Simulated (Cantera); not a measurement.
Gas mixture: 100 % CO₂, at 1.30 bar, frozen composition.

Cantera's kinetic-theory transport with the Lennard-Jones parameters of GRI-Mech 3.0, ideal gas; thermal conductivity in the mixture-averaged form.

D: mixture-averaged diffusion coefficient of that species in the mixture.

| T (K) | ρ (kg/m³) | cp (J/kg/K) | μ (µPa s) | λ (mW/m/K) | Pr | D (cm²/s) N₂ | D (cm²/s) CO₂ | D (cm²/s) NH₃ |
|---|---|---|---|---|---|---|---|---|
| 400 | 1.72 | 937.9 | 19.8 | 25.3 | 0.731 | 0.208 | 0.000 | [?] |
| 550 | 1.25 | 1047 | 26.0 | 37.2 | 0.731 | 0.364 | 0.000 | [?] |
| 700 | 0.983 | 1127 | 31.5 | 48.5 | 0.731 | 0.553 | 0.000 | [?] |
| 850 | 0.810 | 1187 | 36.4 | 59.2 | 0.731 | 0.770 | 0.000 | [?] |
| 1000 | 0.688 | 1234 | 41.0 | 69.2 | 0.731 | 1.01 | 0.000 | [?] |
| 1150 | 0.598 | 1269 | 45.2 | 78.6 | 0.730 | 1.28 | 0.000 | [?] |
| 1300 | 0.529 | 1298 | 49.3 | 87.6 | 0.730 | 1.58 | 0.000 | [?] |

Task: What belongs in the gaps?

Result: 
- 400, D (cm²/s) NH₃: 0.219
- 550, D (cm²/s) NH₃: 0.405
- 700, D (cm²/s) NH₃: 0.637
- 850, D (cm²/s) NH₃: 0.909
- 1000, D (cm²/s) NH₃: 1.22
- 1150, D (cm²/s) NH₃: 1.56
- 1300, D (cm²/s) NH₃: 1.93
